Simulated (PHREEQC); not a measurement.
A solution holds 12 mmol/kgw Al2(SO4)3, 0.5 mmol/kgw ZnCl2, 180 mmol/kgw H2SO4 and 1.5 mmol/kgw Na2SO4, at 20 °C. Closed to the air; pH follows from the charge balance.

All values are PHREEQC results (ion-association model, wateq4f.dat), not measurements.

```yaml
pH: 0.81
ionic_strength: 0.274 mol/kgw
activity_of_water: 0.993
total_alkalinity: -360 meq/kg
```

```tsv
species	molality	activity	log γ
H+	0.198	0.156	-0.104
HSO4-	0.161	0.114	-0.149
SO4-2	0.0319	0.00837	-0.581
AlSO4+	0.0156	0.0111	-0.149
Al(SO4)2-	0.00403	0.00286	-0.149
Al+3	0.00386	0.000447	-0.937
Na+	0.00288	0.00211	-0.137
Cl-	0.001000	0.000690	-0.161
AlHSO4+2	0.000497	0.000147	-0.529
Zn+2	0.000300	9.01e-5	-0.522
ZnSO4	0.000160	0.000170	0.027
```

Precipitation was switched off in this run.
